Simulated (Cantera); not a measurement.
## Adiabatic ignition

An adiabatic, constant-volume homogeneous reactor starts with 3.97 % CH4, 2.54 % CO, 19.6 % O2, 73.9 % N2, at 1573 K and 750 Torr.

Model: GRI-Mech 3.0 (53 species, 325 reactions), integrated in Cantera.

```
t (s)     T (K)  P (bar)   x CH4     x CO    x O2    x CH2O     x CH2    x CO2    x C2H2
--------  -----  -------  ------  -------  ------  --------  --------  -------  --------
4.00e-6    1573    1.000  0.0397   0.0254   0.196   1.29e-8    <1e-12  1.06e-7    <1e-12
9.16e-6    1573    1.000  0.0397   0.0254   0.196   8.23e-8  1.36e-12  2.81e-7    <1e-12
2.10e-5    1573    1.000  0.0397   0.0254   0.196   5.07e-7  5.93e-12  7.98e-7    <1e-12
4.80e-5    1573    1.000  0.0397   0.0254   0.196   3.26e-6  3.50e-11  2.52e-6  5.23e-12
0.000110   1573     1.00  0.0396   0.0254   0.196   2.38e-5  3.44e-10  8.97e-6  2.86e-10
0.000252   1575     1.00  0.0390   0.0254   0.196  0.000242   1.02e-8  5.14e-5   3.93e-8
0.000577   2531     1.62  <1e-12   0.0132   0.103  1.58e-11    <1e-12   0.0515    <1e-12
0.00132    2618     1.66  <1e-12  0.00916   0.102  1.08e-11    <1e-12   0.0560    <1e-12
0.00303    2609     1.66  <1e-12  0.00894  0.0993  1.03e-11    <1e-12   0.0562    <1e-12
0.00693    2600     1.65  <1e-12  0.00871  0.0965  9.78e-12    <1e-12   0.0565    <1e-12
0.0159     2595     1.65  <1e-12  0.00860  0.0952  9.54e-12    <1e-12   0.0566    <1e-12
0.0364     2595     1.65  <1e-12  0.00859  0.0951  9.52e-12    <1e-12   0.0566    <1e-12
0.0833     2595     1.65  <1e-12  0.00859  0.0951  9.52e-12    <1e-12   0.0566    <1e-12
0.191      2595     1.65  <1e-12  0.00859  0.0951  9.52e-12    <1e-12   0.0566    <1e-12
0.437      2595     1.65  <1e-12  0.00859  0.0951  9.52e-12    <1e-12   0.0566    <1e-12
1.00       2595     1.65  <1e-12  0.00859  0.0951  9.52e-12    <1e-12   0.0566    <1e-12
```
x: mole fraction; the columns are a selection and need not sum to one.

The time of steepest temperature rise is 0.453 ms. The temperature at 1.00 s is 2595 K and the equilibrium temperature is 2595 K. The x(CH4) at 1.00 s comes out as <1e-12 (gas-phase equilibrium <1e-12), the x(CO) at 1.00 s is 0.00859 (gas-phase equilibrium 0.00859) and the x(O2) at 1.00 s is 0.0951 (gas-phase equilibrium 0.0951).
